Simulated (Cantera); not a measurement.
Input: 1 mol N2O, 0.047 mol H2, held at 2950 K and 0.300 bar.

Equilibrium computed with Cantera from the NASA thermochemical tables; the gas is ideal and each condensed phase is pure. Candidate condensed phases: H2O; 24 gas species. Kinetics and transport are ignored.

Base state: N2 0.599, O2 0.231, O 0.0834, NO 0.0410, OH 0.0222, H2O 0.0114, H 0.00998, H2 0.00164 (mole fractions); condensed: gas only.

### Question
What changes in the equilibrium state with this change: pressure from 0.300 bar to 96.0 mbar?

### Answer
```csv
species,before,after
N2,0.599,0.580
O2,0.231,0.198
O,0.0834,0.137
H,0.00998,0.0184
H2O,0.0114,0.00647
NO,0.0410,0.0374
OH,0.0222,0.0214
NO2,1.42e-5,6.79e-6
HO2,1.04e-5,5.25e-6
N,1.42e-5,2.47e-5
H2,0.00164,0.00177
```
